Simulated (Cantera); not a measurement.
A Cantera script and its output.

```python
import numpy as np
import cantera as ct

gas = ct.Solution("gri30.yaml")
gas.TPX = 1375, 5800, {'N2O': 1, 'H2': 0.0024, 'N2': 8.8}
reactor = ct.IdealGasConstPressureReactor(gas, energy="off", clone=False)
net = ct.ReactorNet([reactor])
net.rtol, net.atol = 1e-08, 1e-18
show = ['N2O', 'H2', 'NO2', 'H2O2', 'OH', 'O2']
times = np.geomspace(1e-05, 5, 12)

steps = ct.SolutionArray(gas, extra=["t"])
rows = []
print(f"{'t/s':>10s}{'T/K':>9s}{'P/Pa':>11s}" + "".join(f"{s:>11s}" for s in show))
for t in times:
    while net.time < t:
        t_next = net.step()
        steps.append(gas.state, t=t_next)
    rows.append([np.interp(t, steps.t, y) for y in (steps.T, steps.P, *steps(*show).X.T)])
    print(f"{t:10.3e}{rows[-1][0]:9.1f}{rows[-1][1]:11.4g}" + "".join(f"{x:11.3e}" for x in rows[-1][2:]))
rate = np.gradient(steps.T, steps.t)
print("integrator steps:", len(steps.t))
if steps.T.max() > steps.T[0] + 200:
    print(f"time of steepest temperature rise: {steps.t[rate.argmax()]:.4e} s")
gas.TPX = 1375, 5800, {'N2O': 1, 'H2': 0.0024, 'N2': 8.8}
gas.equilibrate("TP")
print(f"equilibrium (TP): T = {gas.T:.1f} K  " + "  ".join(f"{s} {gas[s].X[0]:.3e}" for s in show))
```

It prints:

```
       t/s      T/K       P/Pa        N2O         H2        NO2       H2O2         OH         O2
 1.000e-05   1375.0       5800  1.020e-01  2.448e-04  8.536e-19  3.163e-20  2.496e-10  2.253e-09
 3.297e-05   1375.0       5800  1.020e-01  2.448e-04  9.798e-17  3.970e-18  2.977e-09  2.414e-08
 1.087e-04   1375.0       5800  1.020e-01  2.448e-04  1.075e-14  5.381e-16  3.756e-08  2.507e-07
 3.583e-04   1375.0       5800  1.020e-01  2.446e-04  1.139e-12  7.198e-14  4.207e-07  2.363e-06
 1.181e-03   1375.0       5800  1.019e-01  2.424e-04  1.933e-10  7.274e-12  3.226e-06  1.728e-05
 3.894e-03   1375.0       5800  1.018e-01  2.266e-04  3.470e-08  5.046e-10  1.378e-05  8.369e-05
 1.284e-02   1375.0       5800  1.011e-01  1.475e-04  1.154e-06  2.351e-09  2.578e-05  3.192e-04
 4.233e-02   1375.0       5800  9.896e-02  3.626e-05  6.296e-06  7.110e-10  1.744e-05  1.108e-03
 1.395e-01   1375.0       5800  9.266e-02  1.786e-06  8.414e-06  7.324e-11  9.416e-06  3.568e-03
 4.600e-01   1375.0       5800  7.483e-02  2.676e-08  8.574e-06  3.651e-11  8.902e-06  1.055e-02
 1.517e+00   1375.0       5800  3.754e-02  3.147e-08  8.237e-06  3.277e-11  8.879e-06  2.521e-02
 5.000e+00   1375.0       5800  4.576e-03  3.215e-08  7.646e-06  2.406e-11  7.616e-06  3.831e-02
integrator steps: 1332
equilibrium (TP): T = 1375.0 K  N2O 5.641e-09  H2 1.351e-09  NO2 3.108e-07  H2O2 1.160e-12  OH 1.628e-06  O2 4.825e-02
```

Cantera simulation using GRI-Mech 3.0 (53 species, 325 reactions); the numbers are that mechanism's predictions, not measurements. GRI-Mech 3.0 was tuned for natural gas; its chemistry of N2O as a main component is partial and can be far from experiment. The mechanism lacks the step 2 NO + O2 → 2 NO2, which can matter for NO2 below about 1400 K. The temperature is held fixed by assumption; the heat of reaction is taken as removed at once.
